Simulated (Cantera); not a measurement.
An isothermal, constant-pressure homogeneous reactor starts with 4.40 % H₂, 95.6 % O₂, equivalence ratio 0.023, at 1048 K and 2.70 Torr.

Model: the H2/O2 subset of GRI-Mech 3.0, which has no nitrogen chemistry, integrated in Cantera. Radical loss at walls, strong at low pressure, is not modelled. The temperature is held fixed by assumption; the heat of reaction is taken as removed at once.

x: mole fraction; the columns are a selection and need not sum to one.

| t (s) | x H₂ | x O₂ | x H₂O₂ | x H₂O | x H | x O | x HO₂ |
|---|---|---|---|---|---|---|---|
| 4.00e-5 | 0.0440 | 0.956 | <1e-12 | <1e-12 | 1.46e-11 | <1e-12 | 1.54e-11 |
| 9.65e-5 | 0.0440 | 0.956 | <1e-12 | <1e-12 | 3.31e-11 | 4.49e-12 | 3.72e-11 |
| 0.000233 | 0.0440 | 0.956 | <1e-12 | 4.74e-12 | 7.10e-11 | 2.34e-11 | 8.97e-11 |
| 0.000561 | 0.0440 | 0.956 | <1e-12 | 5.07e-11 | 1.53e-10 | 1.14e-10 | 2.16e-10 |
| 0.00135 | 0.0440 | 0.956 | <1e-12 | 5.04e-10 | 4.31e-10 | 5.93e-10 | 5.23e-10 |
| 0.00326 | 0.0440 | 0.956 | <1e-12 | 7.26e-9 | 3.01e-9 | 5.49e-9 | 1.27e-9 |
| 0.00787 | 0.0440 | 0.956 | 2.89e-12 | [?] | [?] | [?] | [?] |
| 0.0190 | 0.0295 | 0.946 | 5.73e-8 | 0.0109 | 0.00449 | 0.00636 | 1.33e-6 |
| 0.0458 | 0.000694 | 0.926 | 1.95e-8 | 0.0384 | 0.00826 | 0.0253 | 1.44e-6 |
| 0.110 | 0.000532 | 0.931 | 1.92e-8 | 0.0400 | 0.00590 | 0.0207 | 1.38e-6 |
| 0.266 | 0.000343 | 0.940 | 2.09e-8 | 0.0421 | 0.00293 | 0.0129 | 1.25e-6 |
| 0.642 | 0.000141 | 0.949 | 2.21e-8 | 0.0439 | 0.000752 | 0.00523 | 9.53e-7 |
| 1.55 | 3.57e-5 | 0.954 | 2.01e-8 | 0.0446 | 9.49e-5 | 0.00132 | 5.35e-7 |
| 3.73 | 6.94e-6 | 0.955 | 1.43e-8 | 0.0449 | 8.25e-6 | 0.000259 | 2.13e-7 |
| 9.00 | 1.35e-6 | 0.955 | 7.86e-9 | 0.0449 | 7.19e-7 | 5.08e-5 | 6.71e-8 |

Question: Some entries are withheld; supply them.

Answer: 
- 0.00787, x H₂O: 6.95e-7
- 0.00787, x H: 2.39e-7
- 0.00787, x O: 4.57e-7
- 0.00787, x HO₂: 4.63e-9
